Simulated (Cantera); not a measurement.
Diamond growth

A diamond (100) surface in a fixed gas of H2 with x(CH4) = 0.0056, x(H) = 0.0061, x(CH3) = 0.00018, 120 Torr; coverages are run to steady state.

Model: the Harris–Goodwin 1993 mechanism for the reconstructed diamond (100) surface, integrated in Cantera.

```
T (K)  growth (µm/h)  θ c6HH  θ c6H*  θ c6*H   θ c6**    θ c6HM
-----  -------------  ------  ------  ------  -------  --------
950             11.6   0.628  0.0140   0.327  0.00649    0.0193
1000            14.8   0.585  0.0181   0.366  0.00946    0.0156
1050            17.9   0.544  0.0227   0.402   0.0132    0.0125
1100            20.5   0.505  0.0276   0.434   0.0178   0.00970
1150            21.2   0.470  0.0328   0.462   0.0231   0.00702
1200            19.1   0.438  0.0382   0.486   0.0292   0.00445
1250            15.0   0.409  0.0437   0.506   0.0360   0.00239
1300            11.3   0.383  0.0491   0.522   0.0432   0.00113
1350            9.09   0.360  0.0543   0.534   0.0508  0.000494
1400            8.22   0.339  0.0594   0.542   0.0585  0.000211
```
θ: site fractions in the mechanism's names (c6HH fully hydrogenated, c6H* and c6*H radical sites, c6** diradical, c6HM methylated).
